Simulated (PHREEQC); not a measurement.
Dissolve 0.1 mol/kgw CdCl2, 0.023 mol/kgw MgSO4 and 0.0024 mol/kgw NaCl at 55 °C. It is in equilibrium with CO2 at log p = 0 (atm). Otherwise closed; pH follows from the charge balance.

Computed with PHREEQC (ion-association model, wateq4f.dat).

No solid was allowed to form.

Question: Predict the pH.

Answer: pH 4.06.

Question: In which forms is Cl present?

Answer: Cl- 54 %, CdCl+ 29 %, CdCl2 15 %, CdCl3- 2.3 % of the Cl.

Complexes and solids missing from the database can't appear. At this temperature some constants are extrapolated from 25 °C, and those without enthalpy data are left unchanged.
